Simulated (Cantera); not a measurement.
Feed: 1 mol SiCl4, 0.84 mol Cl2, 4.7 mol H2, held at 1650 K and 25.0 bar.

These are equilibrium values from Cantera (NASA tables, ideal gas, pure condensed phases), not measurements of a reactor. Candidate condensed phases: Si; 19 gas species. The tables' values for SiCl3 are old estimates; treat these amounts as uncertain. Kinetics and transport are ignored.

Base state: H2 0.532, HCl 0.317, SiCl4 0.0947, SiHCl3 0.0267, SiCl3 0.0191, SiCl2 0.00844, SiH2Cl2 0.00128, SiH3Cl 1.86e-5 (mole fractions); condensed: gas only.

**Question.** What changes in the equilibrium state with this change: Cl2 from 0.84 to 2.9 mol?

**Answer.** 
```
species   before     after
-------  -------  --------
HCl        0.317     0.684
H2         0.532     0.200
SiCl4     0.0947     0.104
SiHCl3    0.0267   0.00509
SiCl3     0.0191   0.00595
SiH3Cl   1.86e-5   1.07e-7
SiH2Cl2  0.00128   4.26e-5
SiCl2    0.00844  0.000748
Cl       6.20e-6   2.18e-5
H        1.33e-5   8.12e-6
```

**Question.** What changes in the equilibrium state with this change: temperature from 1650 K to 1048.15 K?

**Answer.** 
| species | before | after |
|---|---|---|
| H2 | 0.532 | 0.587 |
| HCl | 0.317 | 0.260 |
| SiCl4 | 0.0947 | 0.149 |
| SiCl3 | 0.0191 | 2.83e-5 |
| SiHCl3 | 0.0267 | 0.00345 |
| SiCl2 | 0.00844 | 9.79e-8 |
| H | 1.33e-5 | 1.19e-9 |
